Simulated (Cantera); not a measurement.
What does this Cantera script print?

```python
import numpy as np
import cantera as ct

gas = ct.Solution("SiF4_NH3_mec.yaml", "gas")
gas.TPX = 1548, 12000, {'NH3': 1, 'H2': 1.1}
reactor = ct.IdealGasConstPressureReactor(gas, energy="off", clone=False)
net = ct.ReactorNet([reactor])
net.rtol, net.atol = 1e-08, 1e-18
show = ['NH3', 'H2', 'N2H2', 'N', 'H']
times = np.geomspace(0.0008, 10, 15)

steps = ct.SolutionArray(gas, extra=["t"])
rows = []
print(f"{'t/s':>10s}{'T/K':>9s}{'P/Pa':>11s}" + "".join(f"{s:>11s}" for s in show))
for t in times:
    while net.time < t:
        t_next = net.step()
        steps.append(gas.state, t=t_next)
    rows.append([np.interp(t, steps.t, y) for y in (steps.T, steps.P, *steps(*show).X.T)])
    print(f"{t:10.3e}{rows[-1][0]:9.1f}{rows[-1][1]:11.4g}" + "".join(f"{x:11.3e}" for x in rows[-1][2:]))
rate = np.gradient(steps.T, steps.t)
print("integrator steps:", len(steps.t))
if steps.T.max() > steps.T[0] + 200:
    print(f"time of steepest temperature rise: {steps.t[rate.argmax()]:.4e} s")
gas.TPX = 1548, 12000, {'NH3': 1, 'H2': 1.1}
gas.equilibrate("TP")
print(f"equilibrium (TP): T = {gas.T:.1f} K  " + "  ".join(f"{s} {gas[s].X[0]:.3e}" for s in show))
```

It prints:

```
       t/s      T/K       P/Pa        NH3         H2       N2H2          N          H
 8.000e-04   1548.0    1.2e+04  4.762e-01  5.238e-01  6.310e-11  5.583e-14  5.241e-07
 1.569e-03   1548.0    1.2e+04  4.762e-01  5.238e-01  2.951e-10  4.354e-13  1.027e-06
 3.079e-03   1548.0    1.2e+04  4.762e-01  5.238e-01  1.266e-09  3.333e-12  2.013e-06
 6.039e-03   1548.0    1.2e+04  4.762e-01  5.238e-01  5.182e-09  2.507e-11  3.940e-06
 1.185e-02   1548.0    1.2e+04  4.762e-01  5.238e-01  2.060e-08  1.827e-10  7.658e-06
 2.324e-02   1548.0    1.2e+04  4.761e-01  5.238e-01  7.581e-08  1.172e-09  1.430e-05
 4.559e-02   1548.0    1.2e+04  4.760e-01  5.239e-01  1.923e-07  4.322e-09  2.224e-05
 8.944e-02   1548.0    1.2e+04  4.758e-01  5.240e-01  2.478e-07  6.148e-09  2.508e-05
 1.755e-01   1548.0    1.2e+04  4.753e-01  5.243e-01  2.500e-07  6.238e-09  2.523e-05
 3.442e-01   1548.0    1.2e+04  4.744e-01  5.249e-01  2.492e-07  6.238e-09  2.528e-05
 6.752e-01   1548.0    1.2e+04  4.726e-01  5.261e-01  2.477e-07  6.238e-09  2.536e-05
 1.325e+00   1548.0    1.2e+04  4.691e-01  5.285e-01  2.446e-07  6.237e-09  2.553e-05
 2.599e+00   1548.0    1.2e+04  4.622e-01  5.330e-01  2.389e-07  6.235e-09  2.587e-05
 5.098e+00   1548.0    1.2e+04  4.493e-01  5.415e-01  2.281e-07  6.230e-09  2.650e-05
 1.000e+01   1548.0    1.2e+04  4.256e-01  5.572e-01  2.088e-07  6.215e-09  2.771e-05
integrator steps: 455
equilibrium (TP): T = 1548.0 K  NH3 1.966e-06  H2 8.386e-01  N2H2 1.248e-15  N 2.307e-13  H 8.194e-05
```

Model: the gas-phase N/H chemistry of the illustrative SiF4/NH3 mechanism in the Surface Chemkin manual (1991), integrated in Cantera. Walls and surfaces, which speed up NH3 decomposition in real reactors, are not modelled.
